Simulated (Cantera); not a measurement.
A closed system holds: 1 mol C₂H₄, 0.031 mol CO₂, 5.4 mol H₂, held at 5.40 mbar.

Cantera equilibrium calculation (NASA polynomials, part measured and part estimated; ideal gas, pure solids and liquids). Candidate condensed phases: C, C₆H₆, C₇H₈, C₈H₁₈, H₂O; 110 gas species. The numbers say what is thermodynamically allowed, not how fast it happens. All values below are at 1150 °C.

Base state: H₂ 0.992, CO 0.00831, H 9.00e-5, CH₄ 2.02e-5 (mole fractions); condensed: C(graphite).

Task: What changes in the equilibrium state with this change: CO₂ from 0.031 to 0.37 mol?

Result: 
```json
[
 {"species": "H₂", "before": "0.992", "after": "0.909"},
 {"species": "CO", "before": "0.00831", "after": "0.0909"},
 {"species": "H", "before": "9.00e-5", "after": "8.62e-5"},
 {"species": "CH₄", "before": "2.02e-5", "after": "1.70e-5"},
 {"species": "C(graphite), mol", "before": "1.97", "after": "1.63"}
]
```
